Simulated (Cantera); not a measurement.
A closed system holds: 1 mol Nb, 9.6 mol N2O, held at 330000 Pa.

Method: chemical equilibrium by Gibbs-energy minimisation in Cantera with the NASA 1993 tables (ideal gas, pure condensed phases). Candidate condensed phases: Nb, NbO, NbO2, Nb2O5; 12 gas species. Condensed phases not in the tables: the oxides between NbO2 and Nb2O5. Rates play no part.

x: gas mole fraction; n: condensed amount in mol.

```csv
T (°C),x N2,x O2,x NO,x O,x NO2,x N2O,x O3,n Nb2O5(s),n Nb2O5(l)
1275,0.729,0.269,0.00167,2.18e-6,1.61e-5,1.77e-7,…,0.500,0
1300,0.729,0.269,0.00187,2.98e-6,1.67e-5,1.97e-7,…,0.500,0
1325,0.729,0.269,0.00209,4.04e-6,1.74e-5,2.18e-7,…,0.500,0
1350,0.729,0.269,0.00232,5.43e-6,1.82e-5,2.41e-7,…,0.500,0
1375,0.729,0.269,0.00257,7.22e-6,1.89e-5,2.66e-7,…,0.500,0
1400,0.729,0.269,0.00284,9.53e-6,1.96e-5,2.92e-7,…,0.500,0
1425,0.728,0.268,0.00313,1.25e-5,2.03e-5,3.20e-7,…,0.500,0
1450,0.728,0.268,0.00344,1.62e-5,2.10e-5,3.50e-7,…,0.500,0
1475,0.728,0.268,0.00376,2.09e-5,2.18e-5,3.81e-7,…,0.500,0
1500,0.728,0.268,0.00411,2.67e-5,2.25e-5,4.15e-7,…,0.500,0
1525,0.728,0.268,0.00448,3.40e-5,2.33e-5,4.50e-7,…,0,0.500
1550,0.728,0.267,0.00487,4.29e-5,2.40e-5,4.88e-7,…,0,0.500
```

Problem. Complete the blanks.

Solution. 
- 1275, x O3: 1.13e-9
- 1300, x O3: 1.36e-9
- 1325, x O3: 1.61e-9
- 1350, x O3: 1.90e-9
- 1375, x O3: 2.24e-9
- 1400, x O3: 2.62e-9
- 1425, x O3: 3.06e-9
- 1450, x O3: 3.54e-9
- 1475, x O3: 4.10e-9
- 1500, x O3: 4.71e-9
- 1525, x O3: 5.40e-9
- 1550, x O3: 6.17e-9
